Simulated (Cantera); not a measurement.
**Adiabatic ignition**

An adiabatic, constant-pressure homogeneous reactor starts with CO : H2 : O2 : N2 : H2O = 1 : 0.98 : 2.36 : 8.86 : 0.52 (molar parts), equivalence ratio 0.42, at 1300 K and 4.60 bar.

Detailed kinetics in Cantera: GRI-Mech 3.0 (53 species, 325 reactions). The hydrogen kinetics of GRI-Mech 3.0 are dated; newer H2 mechanisms differ, most at raised pressure.

| t (s) | T (K) | x CO | x H2 | x O2 | x H2O2 | x CO2 | x OH |
|---|---|---|---|---|---|---|---|
| 1.00e-6 | 1300 | 0.0729 | 0.0714 | 0.172 | 8.30e-11 | 1.76e-8 | 1.14e-8 |
| 2.63e-6 | 1300 | 0.0729 | 0.0714 | 0.172 | 1.35e-9 | 1.21e-7 | 9.95e-8 |
| 6.92e-6 | 1300 | 0.0729 | 0.0713 | 0.172 | 3.30e-7 | 1.24e-5 | 1.17e-5 |
| 1.82e-5 | 1940 | 0.0365 | 0.00343 | 0.119 | 1.26e-6 | 0.0397 | 0.00969 |
| 4.79e-5 | 2261 | 0.00516 | 0.00100 | 0.107 | 3.96e-7 | 0.0729 | 0.00734 |
| 0.000126 | 2311 | 0.00156 | 0.000393 | 0.107 | 3.64e-7 | 0.0768 | 0.00489 |
| 0.000331 | 2313 | 0.00139 | 0.000369 | 0.107 | 3.67e-7 | 0.0770 | 0.00476 |
| 0.000872 | 2313 | 0.00139 | 0.000368 | 0.107 | 3.67e-7 | 0.0770 | 0.00475 |
| 0.00229 | 2312 | 0.00139 | 0.000367 | 0.106 | 3.66e-7 | 0.0770 | 0.00474 |
| 0.00603 | 2310 | 0.00138 | 0.000364 | 0.106 | 3.64e-7 | 0.0770 | 0.00471 |
| 0.0159 | 2307 | 0.00135 | 0.000358 | 0.105 | 3.59e-7 | 0.0770 | 0.00463 |
| 0.0418 | 2300 | 0.00131 | 0.000348 | 0.103 | 3.50e-7 | 0.0771 | 0.00450 |
| 0.110 | 2295 | 0.00127 | 0.000340 | 0.102 | 3.43e-7 | 0.0771 | 0.00440 |
| 0.289 | 2294 | 0.00127 | 0.000339 | 0.102 | 3.42e-7 | 0.0771 | 0.00439 |
| 0.760 | 2294 | 0.00127 | 0.000339 | 0.102 | 3.42e-7 | 0.0771 | 0.00439 |
| 2.00 | 2294 | 0.00127 | 0.000339 | 0.102 | 3.42e-7 | 0.0771 | 0.00439 |
x: mole fraction; the columns are a selection and need not sum to one.

```json
{
 "time_of_steepest_temperature_rise": "12.6 µs",
 "temperature at 2.00 s": "2294 K",
 "equilibrium_temperature": "2294 K",
 "x(CO) at 2.00 s": "0.00127 (gas-phase equilibrium 0.00127)",
 "x(H2) at 2.00 s": "0.000339 (gas-phase equilibrium 0.000339)",
 "x(O2) at 2.00 s": "0.102 (gas-phase equilibrium 0.102)"
}
```
